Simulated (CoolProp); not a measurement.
Vapour-liquid equilibrium of isobutane (1) + n-butane (2) at 3.54 bar; x and y are mole fractions of (1).

The numbers come from the multi-fluid Helmholtz-energy mixture model, Bücker 2006 and Bücker 2006; pair parameters Kunz 2012 in CoolProp.

| x | bubble temperature, mixture model (K) | bubble temperature, Raoult's law (K) | y, mixture model | y, Raoult's law |
|---|---|---|---|---|
| 0.05 | 310.1 | 310.1 | 0.067 | 0.069 |
| 0.2 | 308.0 | 308.0 | 0.254 | 0.261 |
| 0.35 | 306.1 | 306.0 | 0.424 | 0.433 |
| 0.5 | 304.2 | 304.1 | 0.578 | 0.588 |
| 0.65 | 302.4 | 302.3 | 0.718 | 0.726 |
| 0.8 | 300.7 | 300.6 | 0.846 | 0.852 |
| 0.95 | 299.0 | 299.0 | 0.963 | 0.965 |

The largest gap from Raoult's law is +0.1 K in bubble temperature, at x = 0.5. No azeotrope shows between x = 0.05 and 0.95.

The pair parameters rest on a limited set of measurements; away from them the model extrapolates.
